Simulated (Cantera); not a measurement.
A Cantera script and what it prints.

```python
import numpy as np
import cantera as ct

gas_names = """
    H HO2 H2 H2O H2O2 H2S H2SO4 O OH O2 O3 S SH SO SO2 SO3 S2 S2O S8
""".split()
cond_names = """
    H2O(s) H2O(L) H2SO4(L) S(cr1) S(cr2) S(L)
""".split()


# ... load() reads the species with a 1 bar reference pressure and builds the phases ...
atoms = {
    'H2S': {'H': 2, 'S': 1},
    'H2O': {'H': 2, 'O': 1},
    'O2': {'O': 2},
}
top_T = {}  # K; cautious upper limits of use, not melting points


# ... equilibrate(T, P, feed) seeds the gas with the atoms and calls Mixture.equilibrate('TP', solver="vcs", rtol=1e-11, max_steps=5000) ...
results = []
feed = {'H2S': 1, 'H2O': 0.11, 'O2': 0.12}  # mol
P = 670000  # Pa
for T in [1373, 1573, 1773, 1973, 2173, 2373, 2573, 2773, 2973, 3173, 3373, 3573]:
    mix = equilibrate(T, P, feed)
    results.append((T, P, feed, dict(zip(mix.species_names, mix.species_moles))))

top = {s: max(r[3][s] / sum(r[3][g] for g in gas_names) for r in results) for s in gas_names}
cols = sorted((s for s in top if top[s] > 1e-05), key=lambda s: -top[s])[:6]
seen = [c for c in cond_names if any(r[3].get(c, 0) > 1e-12 for r in results)]
print("log10 of partial pressures in bar; condensed amounts in mol")
print(f"{'T/K':>10s}" + "".join(f"{s[:9]:>10s}" for s in cols + seen))
for T, P, feed, n in results:
    ng = sum(n[g] for g in gas_names)
    print(f"{T:10.4g}" + "".join(f"{np.log10(max(n[s] / ng * P / 1e5, 1e-99)):10.3f}" for s in cols)
          + "".join(f"{n.get(c, 0):10.4g}" for c in seen))
```

Result:

```
log10 of partial pressures in bar; condensed amounts in mol
       T/K       H2S        H2       H2O        S2         H         S
      1373     0.541    -0.281     0.258    -0.061    -5.618    -5.120
      1573     0.448     0.015     0.239     0.037    -4.383    -4.021
      1773     0.324     0.193     0.215     0.115    -3.450    -3.168
      1973     0.185     0.300     0.190     0.164    -2.720    -2.493
      2173     0.042     0.365     0.161     0.187    -2.134    -1.951
      2373    -0.100     0.405     0.127     0.190    -1.652    -1.508
      2573    -0.238     0.430     0.083     0.174    -1.249    -1.142
      2773    -0.374     0.443     0.029     0.141    -0.907    -0.838
      2973    -0.512     0.444    -0.039     0.090    -0.616    -0.587
      3173    -0.659     0.433    -0.120     0.020    -0.367    -0.379
      3373    -0.818     0.407    -0.218    -0.072    -0.155    -0.211
      3573    -0.996     0.365    -0.334    -0.187     0.024    -0.078
```

These are equilibrium values from Cantera (NASA tables, ideal gas, pure condensed phases), not measurements of a reactor.
